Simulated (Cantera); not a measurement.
Charge: 1 mol SiH2Cl2, 0.05 mol C3H8, 44 mol H2, at 998 K and 1330 Pa.

These are equilibrium values from Cantera (NASA tables, ideal gas, pure condensed phases), not measurements of a reactor. Candidate condensed phases: C, C6H6, C7H8, C8H18, Si, SiC; 109 gas species. The tables' values for SiCl3 are old estimates; treat these amounts as uncertain. Rates play no part.

Base state: H2 0.976, HCl 0.0162, SiCl4 0.00483, SiHCl3 0.00202, SiCl2 0.000456, SiCl3 0.000300, SiH2Cl2 9.06e-5 (mole fractions); condensed: Si(s) + SiC(s).

What changes in the equilibrium state with this change: temperature from 998 K to 1725 K?


```csv
species,before,after
H2,0.976,0.959
HCl,0.0162,0.0345
SiCl2,0.000456,0.00429
SiCl4,0.00483,6.75e-8
H,1.84e-8,0.00158
Si,<1e-9,7.61e-5
Cl,<1e-9,4.39e-5
SiCl,<1e-9,4.27e-5
SiH2,<1e-9,1.65e-5
"Si(s), mol",0.497,0
"SiC(s), mol",0.150,0.150
"Si(l), mol",0,0.644
```
Mutual solubility and eutectic melting of coexisting phases are not modelled. The tables' values for SiCl, SiCl3 are old estimates; treat these amounts as uncertain. Gases not in the tables: Si2H6 and higher silanes.
